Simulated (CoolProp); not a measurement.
o-xylene at several states: fugacity coefficient from the reference equation and from simpler models built on Tc = 630.3 K, pc = 37.37 bar, ω = 0.312; each cubic takes its own stable root.

Computed with CoolProp (reference Helmholtz-energy equation of state, Zhou 2012).

```tsv
T (K)	p (bar)	phase	reference	Soave-Redlich-Kwong	Peng-Robinson
518.6	0.964	gas	0.9814	0.9834	0.9823
274.4	10.3	liquid	0.0001963	0.0001839	0.0002125
579.5	0.917	gas	0.9879	0.9889	0.9879
394.3	4.6	liquid	0.1126	0.1120	0.1134
```
